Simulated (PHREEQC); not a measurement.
A solution holds 0.082 mol K2CO3 and 4.5e-05 mol H3BO3 per kg of water, at 25 °C. Closed to the air; pH follows from the charge balance.

All values are PHREEQC results (ion-association model, phreeqc.dat), not measurements.

Each row changes one thing in this solution. Precipitation was switched off in this run.

| case | pH | ionic strength (mol/kgw) | CO3-2 (mol/kgw) | HCO3- (mol/kgw) | CO2 (mol/kgw) |
|---|---|---|---|---|---|
| as made | 11.33 | 0.243 | 0.0789 | 0.00314 | 2.32e-8 |
| H3BO3 from 4.5e-05 to 0.000225 mol/kgw | 11.31 | 0.243 | [?] | 0.00323 | 2.46e-8 |
| 0.0038 mol/kgw Li2CO3 added | 11.33 | 0.254 | [?] | 0.00320 | 2.32e-8 |
| temperature from 25 to 75 °C | 10.53 | [?] | 0.0716 | 0.0104 | 4.38e-7 |
| K2CO3 from 0.082 to 0.164 mol/kgw | 11.43 | 0.488 | 0.160 | 0.00426 | 2.25e-8 |
| temperature from 25 to 85 °C | 10.42 | 0.233 | 0.0693 | 0.0127 | 7.41e-7 |
| H3BO3 left out | 11.33 | 0.243 | 0.0789 | 0.00312 | 2.29e-8 |
| H3BO3 from 4.5e-05 to 6.75e-05 mol/kgw | 11.32 | 0.243 | 0.0789 | 0.00315 | 2.34e-8 |
| H3BO3 from 4.5e-05 to 4.05e-05 mol/kgw | 11.33 | 0.243 | 0.0789 | 0.00314 | 2.32e-8 |

Complete the blanks.


- H3BO3 from 4.5e-05 to 0.000225 mol/kgw, CO3-2 (mol/kgw): 0.0788
- 0.0038 mol/kgw Li2CO3 added, CO3-2 (mol/kgw): 0.0826
- temperature from 25 to 75 °C, ionic strength (mol/kgw): 0.236

At this temperature some constants are extrapolated from 25 °C, and those without enthalpy data are left unchanged.
